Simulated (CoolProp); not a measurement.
A Linde-Hampson liquefier for carbon monoxide: isothermal reversible compression at 230 K from 1 atm to 25 MPa, throttling to 1 atm, return gas leaving the recuperator 2 K below the feed. Each further row changes one setting.

Computed with CoolProp (reference Helmholtz-energy equation of state, Lemmon 2006). It is a short technical equation, of lower accuracy than the large ones.

| case | liquid yield per pass | compression work (kJ/kg of gas) |
|---|---|---|
| as stated | 0.192 | 363 |
| high pressure 50 MPa | 0.197 | 419 |
| warm-end temperature 260 K | 0.138 | 419 |
| warm-end gap 7 K | 0.180 | 363 |
